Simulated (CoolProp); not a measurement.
The fluid at 293.15 K and 0.00831 MPa expands adiabatically to 0.000679 MPa with isentropic efficiency 0.8. The same conditions are run with several fluids, on thermodynamics alone (safety and materials aside).

Values from CoolProp's reference Helmholtz-energy equation of state of each fluid (n-perfluoropentane: Gao 2022; R124: de Vries 1995; the fluoroketone C6F12O (FK-5-1-12): McLinden 2015; R142b: Lemmon 2006).

```csv
fluid,work (kJ/kg),final temperature (K),final density (kg/m³)
n-perfluoropentane,16.2,272.2,0.0864
R124,32.1,246.2,0.0453
the fluoroketone C6F12O (FK-5-1-12),14.8,275.5,0.0938
R142b,42.6,237.5,0.0346
```
